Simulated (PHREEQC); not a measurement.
Model water analysis in mg/kgw, 20 °C, pH 3.31, pe 8.8: Na 1700; K 278; Ca 36.8; Mg 11; Cl 245; S(6) as SO4 3640; Cd 2.55; Mn(2) 0.486.

Cl is adjusted to close the charge balance.
Valence states are taken as typed.

The numbers come from PHREEQC with the ion-association model, phreeqc.dat.

| quantity | before | after |
|---|---|---|
| ionic strength (mol/kgw) | 0.112 | 0.312 |
| Na+ (mol/kgw) | 0.0700 | 0.201 |
| SO4-2 (mol/kgw) | 0.0322 | 0.0863 |
| K+ (mol/kgw) | 0.00663 | 0.0189 |
| NaSO4- (mol/kgw) | 0.00394 | 0.0213 |
| HSO4- (mol/kgw) | 0.000642 | 0.00126 |
| SI of Gypsum (CaSO4:2H2O) | -1.05 | -0.49 |
| SI of Halite (NaCl) | -4.98 | -4.14 |

Task: What was changed between the two runs?
(A) Cd from 2.55 to 1.27 mg/kgw
(B) temperature from 20 to 40 °C at the same typed pH
(C) all concentrations times 3 at the same typed pH

Result: C, all concentrations times 3 at the same typed pH

This is a speciation only: nothing precipitates in the calculation.
